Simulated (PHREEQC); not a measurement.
Consider water at 25 °C with 0.0056 mol NaHSO4 per kg of water. It is in equilibrium with CO2 at log p = -3.5 (atm). Otherwise closed; pH follows from the charge balance.

Equilibrium calculation in PHREEQC: ion-association model, wateq4f.dat.

```
Quantity                  Result
----------------  --------------
pH                          2.40
ionic strength    0.0143 mol/kgw
total alkalinity    -5.60 meq/kg
```

| species | molality | activity | log γ |
|---|---|---|---|
| Na+ | 0.00553 | 0.00491 | -0.052 |
| H+ | 0.00442 | 0.00398 | -0.045 |
| SO4-2 | 0.00434 | 0.00271 | -0.204 |
| HSO4- | 0.00118 | 0.00105 | -0.052 |
| NaSO4- | 7.49e-5 | 6.67e-5 | -0.050 |
| CO2 | 1.07e-5 | 1.08e-5 | 0.001 |
| HCO3- | 1.35e-9 | 1.20e-9 | -0.050 |

No solid was allowed to form.
